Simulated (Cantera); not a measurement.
SiCl4 + Cl2 + H2 (chlorosilane synthesis and conversion)

Input: 1 mol SiCl4, 0.57 mol Cl2, 0.41 mol H2, equilibrated at 1598 K and 0.100 bar.

Method: chemical equilibrium by Gibbs-energy minimisation in Cantera with the NASA 1993 tables (ideal gas, pure condensed phases). Candidate condensed phases: Si; 19 gas species. The tables' values for SiCl3 are old estimates; treat these amounts as uncertain. Kinetics and transport are ignored.

```json
{
  "x(SiCl4)": "0.486",
  "x(HCl)": "0.399",
  "x(Cl)": "0.0710",
  "x(Cl2)": "0.0428",
  "x(SiCl3)": "0.000843",
  "x(SiCl2)": "3.62e-6",
  "gas_amount": "2.054 mol",
  "log10 activity of Si(s) (absent)": "-11.43"
}
```
